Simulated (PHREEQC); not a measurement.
# Hard or scaling water: speciation

A solution holds 3.1 mmol/kgw CaSO4, 1.4 mmol/kgw Na2HPO4 and 2.5 mmol/kgw MgSO4, at 35 °C. Closed to the air; pH follows from the charge balance.

All values are PHREEQC results (ion-association model, wateq4f.dat), not measurements.

Each row changes one thing in this solution. This is a speciation only: nothing precipitates in the calculation.

```json
[
 {"case": "as made", "pH": "7.77", "ionic strength (mol/kgw)": "0.0183", "SO4-2 (mol/kgw)": "0.00423", "Ca+2 (mol/kgw)": "0.00208", "CaSO4 (mol/kgw)": "0.000668", "HPO4-2 (mol/kgw)": "0.000605", "SI of Gypsum (CaSO4:2H2O)": "-0.92", "SI of Portlandite (Ca(OH)2)": "-9.42"},
 {"case": "MgSO4 replaced by NH4HSO4 at the same molality", "pH": "3.18", "ionic strength (mol/kgw)": "0.0172", "SO4-2 (mol/kgw)": "0.00445", "Ca+2 (mol/kgw)": "0.00226", "CaSO4 (mol/kgw)": "0.000784", "HPO4-2 (mol/kgw)": "1.81e-7", "SI of Gypsum (CaSO4:2H2O)": "-0.85", "SI of Portlandite (Ca(OH)2)": "…"},
 {"case": "diluted 10-fold with water", "pH": "8.07", "ionic strength (mol/kgw)": "0.00235", "SO4-2 (mol/kgw)": "0.000518", "Ca+2 (mol/kgw)": "0.000274", "CaSO4 (mol/kgw)": "2.02e-5", "HPO4-2 (mol/kgw)": "9.74e-5", "SI of Gypsum (CaSO4:2H2O)": "-2.44", "SI of Portlandite (Ca(OH)2)": "-9.58"},
 {"case": "temperature from 35 to 45 °C", "pH": "7.70", "ionic strength (mol/kgw)": "0.0177", "SO4-2 (mol/kgw)": "0.00411", "Ca+2 (mol/kgw)": "0.00204", "CaSO4 (mol/kgw)": "0.000689", "HPO4-2 (mol/kgw)": "0.000565", "SI of Gypsum (CaSO4:2H2O)": "-0.93", "SI of Portlandite (Ca(OH)2)": "-8.89"},
 {"case": "0.0003 mol/kgw H4SiO4 added", "pH": "7.77", "ionic strength (mol/kgw)": "0.0183", "SO4-2 (mol/kgw)": "0.00423", "Ca+2 (mol/kgw)": "0.00208", "CaSO4 (mol/kgw)": "0.000669", "HPO4-2 (mol/kgw)": "0.000605", "SI of Gypsum (CaSO4:2H2O)": "-0.92", "SI of Portlandite (Ca(OH)2)": "-9.44"},
 {"case": "Na2HPO4 replaced by K2HPO4 at the same molality", "pH": "7.77", "ionic strength (mol/kgw)": "0.0183", "SO4-2 (mol/kgw)": "0.00421", "Ca+2 (mol/kgw)": "0.00209", "CaSO4 (mol/kgw)": "0.000667", "HPO4-2 (mol/kgw)": "0.000605", "SI of Gypsum (CaSO4:2H2O)": "-0.92", "SI of Portlandite (Ca(OH)2)": "-9.42"},
 {"case": "temperature from 35 to 60 °C", "pH": "7.60", "ionic strength (mol/kgw)": "0.0169", "SO4-2 (mol/kgw)": "0.00395", "Ca+2 (mol/kgw)": "0.00197", "CaSO4 (mol/kgw)": "0.000713", "HPO4-2 (mol/kgw)": "…", "SI of Gypsum (CaSO4:2H2O)": "-0.92", "SI of Portlandite (Ca(OH)2)": "-8.16"},
 {"case": "CaSO4 from 0.0031 to 0.00341 mol/kgw", "pH": "7.77", "ionic strength (mol/kgw)": "0.0191", "SO4-2 (mol/kgw)": "0.00443", "Ca+2 (mol/kgw)": "…", "CaSO4 (mol/kgw)": "0.000755", "HPO4-2 (mol/kgw)": "0.000597", "SI of Gypsum (CaSO4:2H2O)": "-0.87", "SI of Portlandite (Ca(OH)2)": "-9.40"},
 {"case": "9.5e-05 mol/kgw Na2CO3 added", "pH": "7.96", "ionic strength (mol/kgw)": "0.0184", "SO4-2 (mol/kgw)": "0.00424", "Ca+2 (mol/kgw)": "0.00207", "CaSO4 (mol/kgw)": "0.000663", "HPO4-2 (mol/kgw)": "0.000601", "SI of Gypsum (CaSO4:2H2O)": "-0.93", "SI of Portlandite (Ca(OH)2)": "-9.06"}
]
```

Some entries are withheld; supply them.


- MgSO4 replaced by NH4HSO4 at the same molality, SI of Portlandite (Ca(OH)2): -18.57
- temperature from 35 to 60 °C, HPO4-2 (mol/kgw): 0.000512
- CaSO4 from 0.0031 to 0.00341 mol/kgw, Ca+2 (mol/kgw): 0.00229

Complexes and solids missing from the database can't appear. Some of these states are supersaturated (in Hydroxyapatite, Quartz (slow to form), for instance). H3PO4, which wateq4f.dat lacks, is added to it with the constant of phreeqc.dat. Constants without temperature data keep their 25 °C values here.
